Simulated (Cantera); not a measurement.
Equilibrium for silicon carbide growth: Si(CH₃)₄ + C₃H₈ + H₂

A closed system holds: 1 mol Si(CH₃)₄, 0.031 mol C₃H₈, 19 mol H₂, held at 0.100 bar.

Cantera equilibrium calculation (NASA polynomials, part measured and part estimated; ideal gas, pure solids and liquids). Candidate condensed phases: C, C₆H₆, C₇H₈, C₈H₁₈, Si, SiC; 87 gas species. Rates play no part.

| T (K) | x H₂ | x CH₄ | x H | x C₂H₂ (acetylene) | x Si | x CH₃ | x SiH₂ | x SiH | n C(graphite) | n SiC(s) |
|---|---|---|---|---|---|---|---|---|---|---|
| 1000 | 0.991 | 0.00937 | 7.14e-9 | 1.13e-9 | <1e-12 | 1.17e-9 | <1e-12 | <1e-12 | 2.86 | 1.00 |
| 1075 | 0.996 | 0.00447 | 4.63e-8 | 7.49e-9 | <1e-12 | 3.75e-9 | <1e-12 | <1e-12 | 2.98 | 1.00 |
| 1150 | 0.998 | 0.00233 | 2.36e-7 | 3.86e-8 | <1e-12 | 1.03e-8 | 5.08e-12 | <1e-12 | 3.03 | 1.00 |
| 1225 | 0.999 | 0.00131 | 9.85e-7 | 1.62e-7 | <1e-12 | 2.48e-8 | 3.81e-11 | <1e-12 | 3.06 | 1.00 |
| 1300 | 0.999 | 0.000785 | 3.50e-6 | 5.76e-7 | 1.28e-12 | 5.40e-8 | 2.26e-10 | 3.36e-12 | 3.07 | 1.00 |
| 1375 | 0.999 | 0.000497 | 1.08e-5 | 1.78e-6 | 1.76e-11 | 1.07e-7 | 1.11e-9 | 3.13e-11 | 3.08 | 1.00 |
| 1450 | 1.000 | 0.000330 | 2.99e-5 | 4.87e-6 | 1.83e-10 | 1.99e-7 | 4.58e-9 | 2.30e-10 | 3.08 | 1.00 |
| 1525 | 1.000 | 0.000228 | 7.48e-5 | 1.21e-5 | 1.51e-9 | 3.46e-7 | 1.65e-8 | 1.39e-9 | 3.09 | 1.000 |
| 1600 | 1.000 | 0.000163 | 0.000172 | 2.75e-5 | 1.02e-8 | 5.71e-7 | 5.26e-8 | 7.06e-9 | 3.09 | 1.000 |
| 1675 | 0.999 | 0.000120 | 0.000367 | 5.80e-5 | 5.83e-8 | 8.99e-7 | 1.51e-7 | 3.10e-8 | 3.09 | 1.000 |
| 1750 | 0.999 | 9.11e-5 | 0.000735 | 0.000115 | 2.86e-7 | 1.36e-6 | 3.96e-7 | 1.19e-7 | 3.08 | 1.000 |
| 1825 | 0.998 | 7.07e-5 | 0.00139 | 0.000214 | 1.23e-6 | 1.99e-6 | 9.58e-7 | 4.12e-7 | 3.08 | 1.000 |
| 1900 | 0.997 | 5.59e-5 | 0.00251 | 0.000381 | 4.68e-6 | 2.81e-6 | 2.16e-6 | 1.28e-6 | 3.07 | 1.000 |
x: gas mole fraction; n: condensed amount in mol.

From 1000 K to 1900 K the condensed part is C(graphite) + SiC(s).
